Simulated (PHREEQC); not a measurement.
Dissolve 0.0017 mol/kgw ZnSO4, 0.14 mol/kgw Na2SO4 and 0.00087 mol/kgw H2SO4 at 25 °C. Closed to the air; pH follows from the charge balance.

The numbers come from PHREEQC with the ion-association model, phreeqc.dat.

Each row changes one thing in this solution. This is a speciation only: nothing precipitates in the calculation.

| case | pH | ionic strength (mol/kgw) | SO4-2 (mol/kgw) | HSO4- (mol/kgw) |
|---|---|---|---|---|
| as made | 3.43 | 0.358 | 0.108 | 0.00126 |
| Na2SO4 from 0.14 to 0.014 mol/kgw | 3.05 | 0.0451 | 0.0141 | 0.000702 |
| ZnSO4 replaced by NH4HSO4 at the same molality | 3.13 | 0.358 | 0.108 | 0.00249 |
| ZnSO4 replaced by Li2SO4 at the same molality | 3.43 | 0.360 | 0.109 | 0.00126 |
| ZnSO4 from 0.0017 to 0.00187 mol/kgw | 3.43 | 0.358 | 0.108 | 0.00126 |
| H2SO4 from 0.00087 to 0.000957 mol/kgw | ? | 0.358 | 0.108 | 0.00138 |
| Na2SO4 left out | 2.85 | ? | 0.00203 | 0.000212 |

**Question.** Some entries are withheld; supply them.

**Answer.** 
- H2SO4 from 0.00087 to 0.000957 mol/kgw, pH: 3.38
- Na2SO4 left out, ionic strength (mol/kgw): 0.00769
